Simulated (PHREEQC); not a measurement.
**Metal-bearing waste water**

Make-up at 25 °C: 0.0012 mol CuSO4, 0.0015 mol CuCl2, 0.0055 mol HCl and 0.00012 mol Na2SO4 per kg of water. Closed to the air; pH follows from the charge balance.

All values are PHREEQC results (ion-association model, phreeqc.dat), not measurements.

Each row changes one thing in this solution. This is a speciation only: nothing precipitates in the calculation.

```
case                                       pH  ionic strength (mol/kgw)  Cu+2 (mol/kgw)  SO4-2 (mol/kgw)  HSO4- (mol/kgw)  CuSO4 (mol/kgw)  SI of Halite (NaCl)
---------------------------------------  ----  ------------------------  --------------  ---------------  ---------------  ---------------  -------------------
as made                                  2.33                    0.0138         0.00249         0.000864         0.000280         0.000176                -7.37
Na2SO4 from 0.00012 to 0.000108 mol/kgw  2.33                    0.0138         0.00249         0.000856         0.000278         0.000174                -7.41
CuSO4 left out                           2.30                    0.0102         0.00147          8.04e-5          2.88e-5          1.08e-5                -7.35
diluted 10-fold with water               3.28                   0.00148        0.000265         0.000122          5.45e-6          4.69e-6                -9.30
CuCl2 from 0.0015 to 0.0003 mol/kgw      2.33                    0.0105         0.00137         0.000902         0.000305         0.000112                -7.50
```
